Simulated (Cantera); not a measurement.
A closed system holds: 1 mol NiS, 5.1 mol H2, at 21.0 Pa.

Cantera equilibrium calculation (NASA polynomials, part measured and part estimated; ideal gas, pure solids and liquids). Candidate condensed phases: Ni, NiS, NiS2, Ni3S2, Ni3S4, S; 9 gas species. Metal and sulfide melt together well below either melting point, which pure phases cannot show. Mutual solubility and eutectic melting of coexisting phases are not modelled. Gases not in the tables: S3 to S7. The numbers say what is thermodynamically allowed, not how fast it happens.

x: gas mole fraction; n: condensed amount in mol.

```json
[
 {"T (K)": "998", "x H2": "0.936", "x S2": "0.00112", "x H2S": "0.0630", "x SH": "?", "x H": "1.44e-7", "n Ni3S2(s)": "0.333", "n Ni3S2(l)": "0", "n Ni(s)": "0"},
 {"T (K)": "1048", "x H2": "0.938", "x S2": "0.00280", "x H2S": "0.0595", "x SH": "?", "x H": "5.16e-7", "n Ni3S2(s)": "0.333", "n Ni3S2(l)": "0", "n Ni(s)": "0"},
 {"T (K)": "1098", "x H2": "0.941", "x S2": "0.00574", "x H2S": "0.0534", "x SH": "?", "x H": "1.66e-6", "n Ni3S2(s)": "0", "n Ni3S2(l)": "0.333", "n Ni(s)": "0"},
 {"T (K)": "1148", "x H2": "0.945", "x S2": "0.00964", "x H2S": "0.0452", "x SH": "?", "x H": "4.81e-6", "n Ni3S2(s)": "0", "n Ni3S2(l)": "0.333", "n Ni(s)": "0"},
 {"T (K)": "1198", "x H2": "0.949", "x S2": "0.0138", "x H2S": "0.0365", "x SH": "?", "x H": "1.28e-5", "n Ni3S2(s)": "0", "n Ni3S2(l)": "0.333", "n Ni(s)": "0"},
 {"T (K)": "1248", "x H2": "0.953", "x S2": "0.0174", "x H2S": "0.0287", "x SH": "?", "x H": "3.15e-5", "n Ni3S2(s)": "0", "n Ni3S2(l)": "0.333", "n Ni(s)": "0"},
 {"T (K)": "1298", "x H2": "0.956", "x S2": "0.0204", "x H2S": "0.0223", "x SH": "?", "x H": "7.23e-5", "n Ni3S2(s)": "0", "n Ni3S2(l)": "0.333", "n Ni(s)": "0"},
 {"T (K)": "1348", "x H2": "0.959", "x S2": "0.0227", "x H2S": "0.0172", "x SH": "?", "x H": "0.000156", "n Ni3S2(s)": "0", "n Ni3S2(l)": "0.333", "n Ni(s)": "0"},
 {"T (K)": "1398", "x H2": "0.960", "x S2": "0.0243", "x H2S": "0.0134", "x SH": "?", "x H": "0.000320", "n Ni3S2(s)": "0", "n Ni3S2(l)": "0.333", "n Ni(s)": "0"},
 {"T (K)": "1448", "x H2": "0.958", "x S2": "0.0281", "x H2S": "0.0110", "x SH": "?", "x H": "0.000622", "n Ni3S2(s)": "0", "n Ni3S2(l)": "0.317", "n Ni(s)": "0.0487"},
 {"T (K)": "1498", "x H2": "0.930", "x S2": "0.0532", "x H2S": "0.0114", "x SH": "?", "x H": "0.00114", "n Ni3S2(s)": "0", "n Ni3S2(l)": "0.170", "n Ni(s)": "0.488"},
 {"T (K)": "1548", "x H2": "0.899", "x S2": "0.0806", "x H2S": "0.0107", "x SH": "?", "x H": "0.00201", "n Ni3S2(s)": "0", "n Ni3S2(l)": "0", "n Ni(s)": "0.994"}
]
```

Problem. Some entries are withheld; supply them.

Solution. 
- 998, x SH: 2.61e-5
- 1048, x SH: 6.33e-5
- 1098, x SH: 0.000134
- 1148, x SH: 0.000249
- 1198, x SH: 0.000412
- 1248, x SH: 0.000627
- 1298, x SH: 0.000895
- 1348, x SH: 0.00122
- 1398, x SH: 0.00160
- 1448, x SH: 0.00215
- 1498, x SH: 0.00357
- 1548, x SH: 0.00525
